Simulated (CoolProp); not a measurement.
Decamethyltetrasiloxane (MD2M) along the isobar 2.85 bar: Z from the reference equation and from simpler models built on Tc = 599.4 K, pc = 11.44 bar, ω = 0.635; each cubic takes its own stable root.

Model: reference Helmholtz-energy equation of state, Thol 2017, in CoolProp.

```
T (K)   phase  reference  van der Waals  Redlich-Kwong  Soave-Redlich-Kwong  Peng-Robinson
-----  ------  ---------  -------------  -------------  -------------------  -------------
328.9  liquid    0.03956        0.07098        0.04805                    …        0.04013
347.1  liquid    0.03834              …        0.04653              0.04341        0.03861
365.3  liquid    0.03729        0.06647        0.04526              0.04199        0.03731
383.5  liquid    0.03639        0.06473        0.04422              0.04080        0.03622
401.7  liquid    0.03563              …        0.04341              0.03982        0.03532
419.9  liquid    0.03502        0.06219        0.04283              0.03906        0.03460
438.1  liquid    0.03454        0.06142              …                    …        0.03408
456.3  liquid    0.03421         0.8342              …              0.03819        0.03377
474.5  liquid          …         0.8515        0.04262              0.03814        0.03369
492.7  liquid    0.03406         0.8662         0.8296              0.03842        0.03391
```

Question: Fill in the missing entries.

Answer: 
- 328.9, Soave-Redlich-Kwong: 0.04507
- 347.1, van der Waals: 0.06855
- 401.7, van der Waals: 0.06330
- 438.1, Redlich-Kwong: 0.04248
- 438.1, Soave-Redlich-Kwong: 0.03851
- 456.3, Redlich-Kwong: 0.04239
- 474.5, reference: 0.03404

At some of these states van der Waals, Redlich-Kwong gives the other phase, because its saturation line lies elsewhere.
